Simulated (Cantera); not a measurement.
Charge: 1 mol SiO₂, 65 mol HCl, 0.16 mol O₂, held at 650 °C and 0.0900 Torr.

Equilibrium computed with Cantera from the NASA thermochemical tables; the gas is ideal and each condensed phase is pure. Candidate condensed phases: H₂O, Si, SiO₂; 30 gas species. Equilibrium is a limit: real reactors are often held back by kinetics, nucleation or transport.

Base state: HCl 0.990, H₂O 0.00490, Cl₂ 0.00455, Cl 0.000688, O₂ 1.15e-5 (mole fractions); condensed: SiO₂(β-quartz).

Problem. What changes in the equilibrium state with this change: O₂ from 0.16 to 1.4 mol?

Solution. 
```csv
species,before,after
HCl,0.990,0.942
H₂O,0.00490,0.0243
Cl₂,0.00455,0.0235
O₂,1.15e-5,0.00919
Cl,0.000688,0.00156
"SiO₂(β-quartz), mol",1.00,1.00
```
